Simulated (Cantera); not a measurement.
Charge: 1 mol Al(CH₃)₃, 38 mol N₂O, 99 mol N₂, at 2.25 Torr.

Method: chemical equilibrium by Gibbs-energy minimisation in Cantera with the NASA 1993 tables (ideal gas, pure condensed phases). Candidate condensed phases: Al, AlN, Al₂O₃, C, C₆H₆, C₇H₈, C₈H₁₈, H₂O; 148 gas species. The feed counts by its element totals alone. Kinetics and transport are ignored.

Question: At 1602 °C, list the 4 most abundant gas species with their mole fractions, and the condensed phases.

Answer: N₂ 0.867, O₂ 0.0800, H₂O 0.0273, CO₂ 0.0185. Condensed: Al₂O₃(s).
